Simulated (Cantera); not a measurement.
What does this Cantera script print?

```python
import numpy as np
import cantera as ct

gas_names = """
    CL CL2 H HCL H2 Ti TiCL TiCL2 TiCL3 TiCL4
""".split()
cond_names = """
    Ti(a) Ti(b) Ti(L) TiCL2(s) TiCL3(s) TiCL4(L)
""".split()


# ... load() reads the species with a 1 bar reference pressure and builds the phases ...
atoms = {
    'TiCl4': {'Ti': 1, 'CL': 4},
    'H2': {'H': 2},
}
top_T = {'TiCL2(s)': 1300, 'TiCL3(s)': 1000}  # K; cautious upper limits of use, not melting points


# ... equilibrate(T, P, feed) seeds the gas with the atoms and calls Mixture.equilibrate('TP', solver="vcs", rtol=1e-11, max_steps=5000) ...
results = []
P = 39000  # Pa
for T in [1073, 1173, 1273, 1373, 1473, 1573, 1673, 1773, 1873, 1973, 2073, 2173]:
    for m in [4.1, 5.9, 8.4, 12, 17, 24, 34, 49, 69, 98, 140, 200, 280]:
        feed = {'TiCl4': 1, 'H2': m}  # mol
        mix = equilibrate(T, P, feed)
        results.append((T, P, feed, dict(zip(mix.species_names, mix.species_moles))))

for T, P, feed, n in results:
    print(f"{T:7g} {feed['H2']:10.4g}  " + (" + ".join(c for c in cond_names if n.get(c, 0) > 1e-12) or "gas only"))
```

Output:

```
   1073        4.1  gas only
   1073        5.9  gas only
   1073        8.4  gas only
   1073         12  gas only
   1073         17  gas only
   1073         24  gas only
   1073         34  gas only
   1073         49  gas only
   1073         69  gas only
   1073         98  gas only
   1073        140  gas only
   1073        200  gas only
   1073        280  gas only
   1173        4.1  gas only
   1173        5.9  gas only
   1173        8.4  gas only
   1173         12  gas only
   1173         17  gas only
   1173         24  gas only
   1173         34  gas only
   1173         49  gas only
   1173         69  gas only
   1173         98  gas only
   1173        140  gas only
   1173        200  gas only
   1173        280  gas only
   1273        4.1  gas only
   1273        5.9  gas only
   1273        8.4  gas only
   1273         12  gas only
   1273         17  gas only
   1273         24  gas only
   1273         34  gas only
   1273         49  gas only
   1273         69  gas only
   1273         98  gas only
   1273        140  gas only
   1273        200  gas only
   1273        280  gas only
   1373        4.1  gas only
   1373        5.9  gas only
   1373        8.4  gas only
   1373         12  gas only
   1373         17  gas only
   1373         24  gas only
   1373         34  gas only
   1373         49  gas only
   1373         69  gas only
   1373         98  gas only
   1373        140  gas only
   1373        200  gas only
   1373        280  gas only
   1473        4.1  gas only
   1473        5.9  gas only
   1473        8.4  gas only
   1473         12  gas only
   1473         17  gas only
   1473         24  gas only
   1473         34  gas only
   1473         49  gas only
   1473         69  gas only
   1473         98  gas only
   1473        140  gas only
   1473        200  gas only
   1473        280  gas only
   1573        4.1  gas only
   1573        5.9  gas only
   1573        8.4  gas only
   1573         12  gas only
   1573         17  gas only
   1573         24  gas only
   1573         34  gas only
   1573         49  gas only
   1573         69  gas only
   1573         98  gas only
   1573        140  gas only
   1573        200  gas only
   1573        280  gas only
   1673        4.1  gas only
   1673        5.9  gas only
   1673        8.4  gas only
   1673         12  gas only
   1673         17  gas only
   1673         24  gas only
   1673         34  gas only
   1673         49  gas only
   1673         69  gas only
   1673         98  gas only
   1673        140  gas only
   1673        200  gas only
   1673        280  gas only
   1773        4.1  gas only
   1773        5.9  gas only
   1773        8.4  gas only
   1773         12  gas only
   1773         17  gas only
   1773         24  gas only
   1773         34  gas only
   1773         49  gas only
   1773         69  gas only
   1773         98  gas only
   1773        140  gas only
   1773        200  gas only
   1773        280  Ti(b)
   1873        4.1  gas only
   1873        5.9  gas only
   1873        8.4  gas only
   1873         12  gas only
   1873         17  gas only
   1873         24  gas only
   1873         34  gas only
   1873         49  gas only
   1873         69  gas only
   1873         98  gas only
   1873        140  gas only
   1873        200  gas only
   1873        280  Ti(b)
   1973        4.1  gas only
   1973        5.9  gas only
   1973        8.4  gas only
   1973         12  gas only
   1973         17  gas only
   1973         24  gas only
   1973         34  gas only
   1973         49  gas only
   1973         69  gas only
   1973         98  gas only
   1973        140  gas only
   1973        200  Ti(L)
   1973        280  Ti(L)
   2073        4.1  gas only
   2073        5.9  gas only
   2073        8.4  gas only
   2073         12  gas only
   2073         17  gas only
   2073         24  gas only
   2073         34  gas only
   2073         49  gas only
   2073         69  gas only
   2073         98  gas only
   2073        140  gas only
   2073        200  Ti(L)
   2073        280  Ti(L)
   2173        4.1  gas only
   2173        5.9  gas only
   2173        8.4  gas only
   2173         12  gas only
   2173         17  gas only
   2173         24  gas only
   2173         34  gas only
   2173         49  gas only
   2173         69  gas only
   2173         98  gas only
   2173        140  gas only
   2173        200  gas only
   2173        280  Ti(L)
```

Method: chemical equilibrium by Gibbs-energy minimisation in Cantera with the NASA 1993 tables (ideal gas, pure condensed phases). The tables' values for TiCl2 are old estimates.
